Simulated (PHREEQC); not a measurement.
1 kg of water holding 0.17 mol/kgw MgSO4, 0.42 mol/kgw Na2SO4 and 0.011 mol/kgw NaCl is evaporated at 75 °C; the solids stay in contact with the brine. No CO2 enters from the air. Only these solids could form: Bischofite, Bloedite, Brucite, Epsomite, Halite, Hexahydrite, Kieserite, Mirabilite, Thenardite, MgCl2_4H2O.

The series has 15 steps of water left (kg), from 1 to 0.06418.

Computed with PHREEQC (Pitzer model, pitzer.dat).

Question: Which solids form, in which order, and at which step of the series does each first stand?

Answer: Thenardite from water left = 0.1407 kg.

Complexes and solids missing from the database can't appear. At this temperature some constants are extrapolated from 25 °C, and those without enthalpy data are left unchanged.
